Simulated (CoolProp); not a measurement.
Values from CoolProp's reference Helmholtz-energy equation of state, Platzer 1990. This equation is an older, rougher fit; its heat capacities, sound speeds and derivatives of the liquid may be far off and weren't checked against measurements.

Give the vapour pressure (MPa), liquid density (kg/m³), enthalpy of vaporisation (kJ/kg), vapour Z of saturated R13 at 191.1, 200.3, 227.9 K.


| T (K) | p (MPa) | liquid density (kg/m³) | enthalpy of vaporisation (kJ/kg) | vapour Z |
|---|---|---|---|---|
| 191.1 | 0.0979 | 1520 | 150 | 0.960 |
| 200.3 | 0.157 | 1490 | 145 | 0.944 |
| 227.9 | 0.500 | 1370 | 129 | 0.876 |
